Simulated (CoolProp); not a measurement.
Vapour-liquid equilibrium of R125 (1) + R152A (2) at 216.6 K; x and y are mole fractions of (1).

Computed with CoolProp (multi-fluid Helmholtz-energy mixture model, Lemmon 2005 and Outcalt 1996; pair parameters Bell 2016).

```tsv
x	bubble pressure, mixture model (MPa)	bubble pressure, Raoult's law (MPa)	y, mixture model	y, Raoult's law
0.05	0.02114	0.02096	0.161	0.157
0.125	0.02465	0.02449	[?]	0.335
0.2	0.02794	0.02801	0.458	0.468
0.275	0.03113	0.03154	[?]	0.572
0.35	0.03429	0.03506	0.636	0.655
0.425	0.03750	0.03859	0.704	0.723
0.5	[?]	0.04211	0.763	0.779
0.575	0.04421	0.04564	0.814	0.827
0.65	0.04776	0.04916	0.860	0.868
0.725	0.05145	0.05269	0.899	0.903
0.8	0.05525	0.05621	0.933	0.934
0.875	0.05914	0.05974	0.962	0.961
0.95	0.06304	0.06326	0.986	0.985
```

### Question
What belongs in the gaps?

### Answer

- 0.125, y, mixture model: 0.333
- 0.275, y, mixture model: 0.556
- 0.5, bubble pressure, mixture model (MPa): 0.04079

The largest gap from Raoult's law is -3.1 % in bubble pressure, at x = 0.575. No azeotrope shows between x = 0.05 and 0.95.

Pair parameters are fitted to limited data, so mixtures are less certain than the pure fluids. The gap from Raoult's law changes sign with composition, which may be real or a fault of the pair parameters; it wasn't checked against measurements.
